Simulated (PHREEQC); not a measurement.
Dissolve 0.23 mol/kgw RbCl, 0.00024 mol/kgw KHF2 and 0.14 mol/kgw KH2PO4 at 65 °C. Closed to the air; pH follows from the charge balance.

Equilibrium calculation in PHREEQC: ion-association model, wateq4f.dat.

```
quantity                    before     after
------------------------  --------  --------
pH                            4.34      3.94
ionic strength (mol/kgw)     0.371     0.230
F- (mol/kgw)              0.000441  0.000387
HF (mol/kgw)               3.86e-5   9.26e-5
HF2- (mol/kgw)             8.15e-8   1.66e-7
```

### Question
What was changed between the two runs?
A) RbCl left out
B) diluted 5-fold with water
C) KH2PO4 left out
D) 0.059 mol/kgw NH4HS added

### Answer
C, KH2PO4 left out

This is a speciation only: nothing precipitates in the calculation. H3PO4, which wateq4f.dat lacks, is added to it with the constant of phreeqc.dat. At this temperature some constants are extrapolated from 25 °C, and those without enthalpy data are left unchanged.
